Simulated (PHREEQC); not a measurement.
0.31 g of hydrous ferric oxide (600 m²/g; 0.2 weak and 0.005 strong sites per Fe, Dzombak-Morel constants, diffuse double layer) in 1 kg of water with 0.005 mol/kgw of an inert sodium salt and 7.4e-06 mol/kgw MgCl2 and 3.7e-05 mol/kgw SrCl2, at 25 °C; the pH is set by adding NaOH or the inert anion's acid. Oxygen is held at 0.21 atm. The system is closed to CO2. No solid was allowed to form.

Base run: PHREEQC, ion-association model, wateq4f.dat. Each further column changes one thing. The table gives Sr sorbed (%).

```json
[
 {"pH": "4", "base": "0.0", "no electrostatic term (-no_edl)": "0.1", "background salt from 0.005 to 0.0005 mol/kgw": "0.0", "oxide from 0.31 to 1.6 g/kgw": "0.0"},
 {"pH": "5.12", "base": "0.0", "no electrostatic term (-no_edl)": "0.9", "background salt from 0.005 to 0.0005 mol/kgw": "0.0", "oxide from 0.31 to 1.6 g/kgw": "0.0"},
 {"pH": "5.88", "base": "0.0", "no electrostatic term (-no_edl)": "4.3", "background salt from 0.005 to 0.0005 mol/kgw": "0.0", "oxide from 0.31 to 1.6 g/kgw": "0.0"},
 {"pH": "7", "base": "0.8", "no electrostatic term (-no_edl)": "20.2", "background salt from 0.005 to 0.0005 mol/kgw": "0.8", "oxide from 0.31 to 1.6 g/kgw": "4.0"},
 {"pH": "8.12", "base": "27.0", "no electrostatic term (-no_edl)": "29.4", "background salt from 0.005 to 0.0005 mol/kgw": "28.7", "oxide from 0.31 to 1.6 g/kgw": "77.0"},
 {"pH": "8.88", "base": "57.6", "no electrostatic term (-no_edl)": "28.0", "background salt from 0.005 to 0.0005 mol/kgw": "60.4", "oxide from 0.31 to 1.6 g/kgw": "98.7"},
 {"pH": "10", "base": "98.6", "no electrostatic term (-no_edl)": "16.7", "background salt from 0.005 to 0.0005 mol/kgw": "99.0", "oxide from 0.31 to 1.6 g/kgw": "100.0"}
]
```
